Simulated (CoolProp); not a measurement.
Computed with CoolProp (reference Helmholtz-energy equation of state, Penoncello 2003).

### Question
Give the vapour pressure (MPa), vapour density (kg/m³), liquid cp (kJ/(kg K)), vapour viscosity (µPa s) of saturated CHF3 (R23) at 222.9, 232.9, 282.8 K.

### Answer
```csv
T (K),p (MPa),vapour density (kg/m³),liquid cp (kJ/(kg K)),vapour viscosity (µPa s)
222.9,0.474,20.2,1.32,11.2
232.9,0.700,29.7,1.37,11.8
282.8,3.21,168,2.28,16.4
```

Viscosity comes from a separate model (Shan 2000).
